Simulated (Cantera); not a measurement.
Feed: 1 mol SiHCl3, 0.16 mol CH4, 290 mol H2, at 1377 °C and 210 Pa.

Cantera equilibrium calculation (NASA polynomials, part measured and part estimated; ideal gas, pure solids and liquids). Candidate condensed phases: C, C6H6, C7H8, C8H18, Si, SiC; 109 gas species. Mutual solubility and eutectic melting of coexisting phases are not modelled. The tables' values for SiCl are old estimates; treat these amounts as uncertain. Rates play no part.

Base state: H2 0.988, HCl 0.00956, H 0.00197, SiCl2 0.000329, Si 0.000128, Cl 1.50e-5, SiCl 1.28e-5, SiH 1.06e-5 (mole fractions); condensed: Si(s) + SiC(s).

### Question
What changes in the equilibrium state with this change: SiHCl3 replaced by (CH3)2SiCl2?

### Answer
```csv
species,before,after
H2,0.988,0.991
HCl,0.00956,0.00677
H,0.00197,0.00197
SiCl2,0.000329,2.04e-6
C2H2 (acetylene),6.95e-9,4.52e-5
SiCl,1.28e-5,1.13e-7
Si,0.000128,1.58e-6
SiH,1.06e-5,1.32e-7
Cl,1.50e-5,1.06e-5
"Si(s), mol",0.696,0
"SiC(s), mol",0.160,0.999
"C(graphite), mol",0,1.13
```
The feed counts by its element totals alone.

### Question
What changes in the equilibrium state with this change: pressure from 210 Pa to 10000 Pa?

### Answer
```csv
species,before,after
H2,0.988,0.990
HCl,0.00956,0.00959
SiCl2,0.000329,0.000331
H,0.00197,0.000286
Si,0.000128,2.68e-6
SiH,1.06e-5,1.54e-6
Cl,1.50e-5,2.17e-6
SiCl,1.28e-5,1.86e-6
"Si(s), mol",0.696,0.739
"SiC(s), mol",0.160,0.160
```
